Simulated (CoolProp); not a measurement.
Values from CoolProp's reference Helmholtz-energy equation of state, Lemmon 2006. It is a short technical equation, of lower accuracy than the large ones.

Task: Give the vapour pressure (MPa), vapour density (kg/m³) of saturated CH3F (R41) at 223.8, 253.5 K.

Result: 
| T (K) | p (MPa) | vapour density (kg/m³) |
|---|---|---|
| 223.8 | 0.399 | 8.11 |
| 253.5 | 1.15 | 23.0 |
